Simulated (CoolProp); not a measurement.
Values from CoolProp's reference Helmholtz-energy equation of state, Wu 2011.

Question: For dimethyl ether, give the phase and the density (kg/m³), isothermal compressibility (1/MPa), fugacity coefficient at 236.15 °C and 3.68 MPa.

Answer: 
- 236.15 °C and 3.68 MPa: gas; density 45.2, isothermal compressibility 0.306, fugacity coefficient 0.892
